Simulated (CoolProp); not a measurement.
Model: reference Helmholtz-energy equation of state, Gedanitz 2015, in CoolProp.

For cyclopentane, give the phase and the density (kg/m³), speed of sound (m/s), Joule-Thomson coefficient (K/MPa), conductivity (mW/(m K)) at 276.85 °C and 17.6 MPa.


- 276.85 °C and 17.6 MPa: supercritical; density 490, speed of sound 454, Joule-Thomson coefficient 0.335, conductivity 79.3

Thermal conductivity comes from a separate model (Vassiliou 2015).
